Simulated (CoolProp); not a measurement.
Vapour-liquid equilibrium of n-heptane (1) + m-xylene (2) at 0.0748 MPa; x and y are mole fractions of (1).

Computed with CoolProp (multi-fluid Helmholtz-energy mixture model, Span 2003 and Zhou 2012; pair parameters Bell 2016).

### Question
Give the bubble temperature and the first vapour's composition at x = 0.45, 0.55, 0.75. Is there an azeotrope?

### Answer
x = 0.45: 102.6 °C, y = 0.727; x = 0.55: 99.4 °C, y = 0.793; x = 0.75: 94.0 °C, y = 0.897. No azeotrope shows between x = 0.05 and 0.95.

Pair parameters are fitted to limited data, so mixtures are less certain than the pure fluids.
